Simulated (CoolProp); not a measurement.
Vapour-liquid equilibrium of propylene (1) + R125 (2) at 0.0118 MPa; x and y are mole fractions of (1).

Values from CoolProp's multi-fluid Helmholtz-energy mixture model, Lemmon 2013 and Lemmon 2005; pair parameters Bell 2016.

```
x     bubble temperature, mixture model (K)  bubble temperature, Raoult's law (K)  y, mixture model  y, Raoult's law
----  -------------------------------------  ------------------------------------  ----------------  ---------------
0.05                                    ___                                 189.3             0.207            0.057
0.2                                   183.7                                 189.0             0.449            0.224
0.35                                  182.8                                 188.7             0.520            0.384
0.5                                     ___                                 188.4             0.549            0.538
0.65                                    ___                                 188.0             0.576            0.684
0.8                                     ___                                 187.7             0.637            0.824
0.95                                  185.4                                 187.4               ___            0.957
```

Problem. What belongs in the gaps?

Solution. 
- 0.05, bubble temperature, mixture model (K): 186.9
- 0.5, bubble temperature, mixture model (K): 182.6
- 0.65, bubble temperature, mixture model (K): 182.7
- 0.8, bubble temperature, mixture model (K): 183.1
- 0.95, y, mixture model: 0.835

The largest gap from Raoult's law is -5.9 K in bubble temperature, at x = 0.35. y crosses x between x = 0.5 and 0.65: the model has an azeotrope there.

Pair parameters are fitted to limited data, so mixtures are less certain than the pure fluids.
